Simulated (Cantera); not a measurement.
# Hydrocarbon pyrolysis for carbon deposition

An isothermal, constant-pressure homogeneous reactor starts with 2.50 % C₃H₈, 97.5 % H₂, at 1023 K and 0.553 atm.

Cantera simulation using GRI-Mech 3.0 (53 species, 325 reactions); the numbers are that mechanism's predictions, not measurements. GRI-Mech 3.0 was tuned for natural gas; its chemistry of propane as a main component is partial and can be far from experiment. GRI-Mech 3.0 stops at C3 and has no aromatics, soot or wall deposition, so with more carbon than oxygen in the feed, carbon stays in small species such as C2H2 where larger ones or solid carbon would form.

| t (s) | x C₃H₈ | x H₂ | x CH₂ | x C₂H₂ | x C₂H | x CH₄ | x C₂H₆ |
|---|---|---|---|---|---|---|---|
| 8.00e-5 | 0.0250 | 0.975 | <1e-12 | <1e-12 | <1e-12 | 1.06e-7 | 1.21e-8 |
| 0.000213 | 0.0250 | 0.975 | <1e-12 | <1e-12 | <1e-12 | 8.79e-7 | 4.26e-8 |
| 0.000566 | 0.0250 | 0.975 | <1e-12 | <1e-12 | <1e-12 | 6.74e-6 | 1.26e-7 |
| 0.00150 | 0.0249 | 0.975 | <1e-12 | 4.74e-11 | <1e-12 | 4.80e-5 | 3.67e-7 |
| 0.00400 | 0.0247 | 0.975 | <1e-12 | 1.79e-9 | <1e-12 | 0.000296 | 1.52e-6 |
| 0.0106 | 0.0237 | 0.974 | <1e-12 | 3.26e-8 | <1e-12 | 0.00125 | 1.10e-5 |
| 0.0283 | 0.0212 | 0.971 | <1e-12 | 3.00e-7 | <1e-12 | 0.00369 | 7.79e-5 |
| 0.0752 | 0.0161 | 0.966 | <1e-12 | 1.91e-6 | <1e-12 | 0.00875 | 0.000456 |
| 0.200 | 0.00860 | 0.959 | <1e-12 | 8.48e-6 | <1e-12 | 0.0162 | 0.00195 |
| 0.532 | 0.00268 | 0.953 | <1e-12 | 2.34e-5 | <1e-12 | 0.0223 | 0.00518 |
| 1.41 | 0.000350 | 0.951 | <1e-12 | 4.37e-5 | <1e-12 | 0.0251 | 0.00902 |
| 3.76 | 4.59e-6 | 0.950 | <1e-12 | 6.33e-5 | <1e-12 | 0.0265 | 0.0113 |
| 10.0 | 1.74e-6 | 0.948 | <1e-12 | 7.04e-5 | <1e-12 | 0.0293 | 0.0109 |
x: mole fraction; the columns are a selection and need not sum to one.

Equilibrium at this temperature and pressure: C₃H₈ 8.11e-11, H₂ 0.925, CH₂ <1e-12, C₂H₂ 8.67e-9, C₂H <1e-12, CH₄ 0.0750, C₂H₆ 1.31e-6 (gas phase only).
